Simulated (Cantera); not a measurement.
# Thermodynamics of roasting and sulfation, feed FeS2 + O2 + H2O

Charge: 1 mol FeS2, 0.43 mol O2, a varied amount of H2O, at 1148.15 K and 15.0 bar.

Equilibrium computed with Cantera from the NASA thermochemical tables; the gas is ideal and each condensed phase is pure. Candidate condensed phases: Fe, FeO, Fe(OH)2, Fe(OH)3, FeS, FeSO4, FeS2, Fe2O3, Fe2(SO4)3, Fe3O4, H2O, H2SO4, S; 22 gas species. FeS: taken at fixed stoichiometry. Gases not in the tables: S3 to S7. The numbers say what is thermodynamically allowed, not how fast it happens.

From 1.2 mol H2O to 9.7 mol H2O the condensed part is FeS(s).

```tsv
n(H2O) (mol)	x H2O	x SO2	x H2S	x S2	n FeS(s)
1.2	0.550	0.271	0.0888	0.0788	1.00
1.7	0.633	0.222	0.0836	0.0529	1.00
2.5	0.715	0.173	0.0734	0.0319	1.00
3.5	0.777	0.135	0.0623	0.0195	1.00
4.9	0.829	0.104	0.0508	0.0114	1.00
6.9	0.871	0.0785	0.0398	0.00642	1.00
9.7	0.903	0.0585	0.0304	0.00350	1.000
```
x: gas mole fraction; n: condensed amount in mol.
